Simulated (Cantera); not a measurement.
## Equilibrium for abatement and gas-phase synthesis: CO2 + O2 + H2

A closed system holds: 1 mol CO2, 1.2 mol O2, a varied amount of H2, at 1825 K and 0.0110 bar.

These are equilibrium values from Cantera (NASA tables, ideal gas, pure condensed phases), not measurements of a reactor. Candidate condensed phases: C, C6H6, C7H8, C8H18, H2O; 110 gas species. Kinetics and transport are ignored.

From 0.069 mol H2 to 8.9 mol H2 nothing is condensed. The main C-bearing gas is CO2 at 0.069 mol H2 and CO at 8.9 mol H2.

```json
[
 {"n(H2) (mol)": "0.069", "x H2O": "0.0299", "x H2": "2.68e-5", "x O2": "0.521", "x CO2": "0.445", "x CO": "0.00156", "x OH": "0.00170", "x H": "2.17e-5", "x O": "0.00106"},
 {"n(H2) (mol)": "0.11", "x H2O": "0.0476", "x H2": "4.32e-5", "x O2": "0.507", "x CO2": "0.441", "x CO": "0.00157", "x OH": "0.00212", "x H": "2.76e-5", "x O": "0.00104"},
 {"n(H2) (mol)": "0.17", "x H2O": "0.0729", "x H2": "6.75e-5", "x O2": "0.487", "x CO2": "0.435", "x CO": "0.00158", "x OH": "0.00260", "x H": "3.45e-5", "x O": "0.00102"},
 {"n(H2) (mol)": "0.26", "x H2O": "0.110", "x H2": "0.000105", "x O2": "0.458", "x CO2": "0.427", "x CO": "0.00160", "x OH": "0.00315", "x H": "4.30e-5", "x O": "0.000991"},
 {"n(H2) (mol)": "0.4", "x H2O": "0.164", "x H2": "0.000165", "x O2": "0.415", "x CO2": "0.414", "x CO": "0.00163", "x OH": "0.00376", "x H": "5.39e-5", "x O": "0.000944"},
 {"n(H2) (mol)": "0.63", "x H2O": "0.247", "x H2": "0.000270", "x O2": "0.350", "x CO2": "0.395", "x CO": "0.00169", "x OH": "0.00442", "x H": "6.90e-5", "x O": "0.000867"},
 {"n(H2) (mol)": "0.97", "x H2O": "0.357", "x H2": "0.000448", "x O2": "0.265", "x CO2": "0.370", "x CO": "0.00182", "x OH": "0.00495", "x H": "8.89e-5", "x O": "0.000754"},
 {"n(H2) (mol)": "1.5", "x H2O": "0.503", "x H2": "0.000834", "x O2": "0.152", "x CO2": "0.336", "x CO": "0.00218", "x OH": "0.00512", "x H": "0.000121", "x O": "0.000571"},
 {"n(H2) (mol)": "2.4", "x H2O": "0.693", "x H2": "0.00554", "x O2": "0.00654", "x CO2": "0.283", "x CO": "0.00886", "x OH": "0.00273", "x H": "0.000313", "x O": "0.000118"},
 {"n(H2) (mol)": "3.7", "x H2O": "0.619", "x H2": "0.167", "x O2": "5.76e-6", "x CO2": "0.103", "x CO": "0.109", "x OH": "0.000445", "x H": "0.00171", "x O": "3.52e-6"},
 {"n(H2) (mol)": "5.7", "x H2O": "0.471", "x H2": "0.378", "x O2": "6.49e-7", "x CO2": "0.0360", "x CO": "0.113", "x OH": "0.000225", "x H": "0.00258", "x O": "1.18e-6"},
 {"n(H2) (mol)": "8.9", "x H2O": "0.330", "x H2": "0.566", "x O2": "1.42e-7", "x CO2": "0.0130", "x CO": "0.0878", "x OH": "0.000129", "x H": "0.00316", "x O": "5.51e-7"}
]
```
x: gas mole fraction; nothing condenses.
